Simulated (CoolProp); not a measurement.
Vapour-liquid equilibrium of ethanol (1) + hexamethyldisiloxane (MM) (2) at 8.8 bar; x and y are mole fractions of (1).

The numbers come from the multi-fluid Helmholtz-energy mixture model, Schroeder 2014 and Thol 2016; pair parameters Bell 2016 in CoolProp.

| x | bubble temperature, mixture model (°C) | bubble temperature, Raoult's law (°C) | y, mixture model | y, Raoult's law |
|---|---|---|---|---|
| 0.05 | 186.3 | 191.6 | 0.170 | 0.143 |
| 0.125 | 174.3 | 184.3 | 0.350 | 0.308 |
| 0.2 | 166.4 | 178.3 | 0.464 | 0.434 |
| 0.275 | 161.1 | 173.3 | 0.541 | 0.534 |
| 0.35 | 157.4 | 168.9 | 0.598 | 0.617 |
| 0.425 | 154.6 | 165.1 | 0.644 | 0.686 |
| 0.5 | 152.4 | 161.7 | 0.685 | 0.745 |
| 0.575 | 150.7 | 158.7 | 0.722 | 0.796 |
| 0.65 | 149.3 | 155.9 | 0.760 | 0.842 |
| 0.725 | 148.2 | 153.4 | 0.800 | 0.882 |
| 0.8 | 147.2 | 151.1 | 0.845 | 0.918 |
| 0.875 | 146.5 | 149.0 | 0.897 | 0.951 |
| 0.95 | 146.0 | 147.0 | 0.956 | 0.981 |

The largest gap from Raoult's law is -12.2 K in bubble temperature, at x = 0.275. No azeotrope shows between x = 0.05 and 0.95.

The pair parameters rest on a limited set of measurements; away from them the model extrapolates.
